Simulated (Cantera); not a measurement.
## Ignition delay

Mixture: 14.7 % CO, 0.752 % H₂, 17.5 % O₂, 67.0 % N₂, equivalence ratio 0.44, at 1.60 bar, adiabatic and at constant volume. Ignition delay is the time to a rise of 400 K.

Cantera simulation using GRI-Mech 3.0 (53 species, 325 reactions); the numbers are that mechanism's predictions, not measurements. Where the delays flatten at high temperature, the 400 K rule measures the pace of heat release, not the induction time.

```
T0 (K)  delay (ms)
------  ----------
1050         0.666
1150         0.221
1250         0.135
1350         0.102
1450        0.0871
1550        0.0797
```
